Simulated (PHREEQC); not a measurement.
Model water analysis in mg/L, 15 °C, pH 6.45, pe 12.1: Na 2.46; K 5.58; Ca 26.5; Mg 0.38; Cl 6.13; S(6) as SO4 47.1; Alkalinity as HCO3 30.9; O(0) (dissolved oxygen) 0.00703; Li 0.0137; N(5) as NO3 0.236; Cu(2) 0.0934; Sr 0.125.

Valence states are taken as typed.

All values are PHREEQC results (ion-association model, wateq4f.dat), not measurements.

No solid was allowed to form.

**Question.** What charge-balance error does the model give?

**Answer.** charge-balance error -1.7 %.

**Question.** In which forms is Mg present?

**Answer.** Mg+2 95 %, MgSO4 5.0 % of the Mg.
